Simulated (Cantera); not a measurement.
Source: NASA polynomial tables (part measured, part estimated), evaluated in Cantera. Values are per mole of reaction as written; species without (g) are pure solids or liquids, kept so even where they would boil at 1 bar.

NiS2 → NiS + S

```
T (K)  ΔH° (kJ)  ΔS° (J/K)  ΔG° (kJ)  log10 K       condensed phases
-----  --------  ---------  --------  -------  ---------------------
300        43.5       13.1      39.6    -6.89  NiS2(s), NiS(s), S(s)
400         [?]        [?]       [?]      [?]  NiS2(s), NiS(s), S(l)
450         [?]        [?]       [?]      [?]  NiS2(s), NiS(s), S(l)
500         [?]        [?]       [?]      [?]  NiS2(s), NiS(s), S(l)
550        48.5       24.7      34.9    -3.31  NiS2(s), NiS(s), S(l)
600         [?]        [?]       [?]      [?]  NiS2(s), NiS(s), S(l)
```

Q: What belongs in the gaps?

A: 
- 400, ΔH° (kJ): 45.8
- 400, ΔS° (J/K): 19.2
- 400, ΔG° (kJ): 38.2
- 400, log10 K: -4.99
- 450, ΔH° (kJ): 46.6
- 450, ΔS° (J/K): 21.0
- 450, ΔG° (kJ): 37.2
- 450, log10 K: -4.32
- 500, ΔH° (kJ): 47.6
- 500, ΔS° (J/K): 23.0
- 500, ΔG° (kJ): 36.1
- 500, log10 K: -3.77
- 600, ΔH° (kJ): 49.3
- 600, ΔS° (J/K): 26.1
- 600, ΔG° (kJ): 33.6
- 600, log10 K: -2.93
